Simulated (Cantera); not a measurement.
A Cantera script and what it prints.

```python
import numpy as np
import cantera as ct

gas_names = """
    CL CLO CL2 H HCL HOCL HO2 H2 H2O H2O2 Mg MgCL MgCL2 MgH MgO MgOH MgO2H2 Mg2 O OH O2 O3
""".split()
cond_names = """
    H2O(s) H2O(L) Mg(cr) Mg(L) MgCL2(s) MgCL2(L) MgO(s) MgO(L) MgO2H2(s)
""".split()


def load(file, names, dense=False):
    # The tables refer to 1 bar. Condensed volumes are neglected.
    table = {s.name: s for s in ct.Species.list_from_file(file)}
    out = []
    for n in names:
        d = dict(table[n].input_data)
        d["thermo"] = dict(d["thermo"], **{"reference-pressure": 1e5})
        if dense:
            d["equation-of-state"] = {"model": "constant-volume", "density": "1e6 g/cm^3"}
        out.append(ct.Species.from_dict(d))
    return out


gas = ct.Solution(thermo="ideal-gas", species=load("nasa_gas.yaml", gas_names))
cond = {s.name: ct.Solution(thermo="fixed-stoichiometry", species=[s], name=s.name)
        for s in load("nasa_condensed.yaml", cond_names, dense=True)}
atoms = {
    'MgO': {'Mg': 1, 'O': 1},
    'Cl2': {'CL': 2},
    'H2': {'H': 2},
}
top_T = {}  # K; cautious upper limits of use, not melting points


def equilibrate(T, P, feed):
    n = {}
    for name, mol in feed.items():
        for a, k in atoms[name].items():
            n[a] = n.get(a, 0.0) + k * mol
    gas.TPX = T, P, n
    mass = sum(n.values()) * gas.mean_molecular_weight
    gas.equilibrate("TP")
    valid = [c for c in cond.values() if c.min_temp <= T <= top_T.get(c.name, c.max_temp)]
    mix = ct.Mixture([(gas, mass / gas.mean_molecular_weight)] + [(c, 0.0) for c in valid])
    mix.T, mix.P = T, P
    mix.equilibrate("TP", solver="vcs", rtol=1e-11, max_steps=5000)
    return mix


results = []
feed = {'MgO': 1, 'Cl2': 0.11, 'H2': 6.6}  # mol
P = 101325  # Pa
for T in [973, 1073, 1173, 1273, 1373, 1473, 1573, 1673, 1773]:
    mix = equilibrate(T, P, feed)
    results.append((T, P, feed, dict(zip(mix.species_names, mix.species_moles))))

top = {s: max(r[3][s] / sum(r[3][g] for g in gas_names) for r in results) for s in gas_names}
cols = sorted((s for s in top if top[s] > 1e-06), key=lambda s: -top[s])[:7]
seen = [c for c in cond_names if any(r[3].get(c, 0) > 1e-12 for r in results)]
print("log10 of partial pressures in bar; condensed amounts in mol")
print(f"{'T/K':>10s}" + "".join(f"{s[:9]:>10s}" for s in cols + seen))
for T, P, feed, n in results:
    ng = sum(n[g] for g in gas_names)
    print(f"{T:10.4g}" + "".join(f"{np.log10(max(n[s] / ng * P / 1e5, 1e-99)):10.3f}" for s in cols)
          + "".join(f"{n.get(c, 0):10.4g}" for c in seen))
```

Output:

```
log10 of partial pressures in bar; condensed amounts in mol
       T/K        H2       HCL       H2O     MgCL2         H        Mg      MgCL  MgCL2(s)    MgO(s)
       973    -0.009    -1.482    -3.871    -4.033    -8.970   -14.372   -12.479 0.0002766    0.9991
      1073    -0.009    -1.485    -3.593    -3.593    -7.858   -12.183   -10.782         0    0.9983
      1173    -0.009    -1.492    -3.302    -3.302    -6.933   -10.437    -9.448         0    0.9967
      1273    -0.009    -1.502    -3.063    -3.063    -6.151    -8.964    -8.327         0    0.9943
      1373    -0.009    -1.516    -2.866    -2.866    -5.482    -7.705    -7.374         0     0.991
      1473    -0.009    -1.534    -2.703    -2.703    -4.902    -6.613    -6.554         0    0.9869
      1573    -0.009    -1.556    -2.568    -2.569    -4.395    -5.657    -5.840         0    0.9821
      1673    -0.009    -1.581    -2.456    -2.459    -3.948    -4.813    -5.216         0    0.9768
      1773    -0.009    -1.608    -2.359    -2.370    -3.550    -4.064    -4.667         0     0.971
```

These are equilibrium values from Cantera (NASA tables, ideal gas, pure condensed phases), not measurements of a reactor.
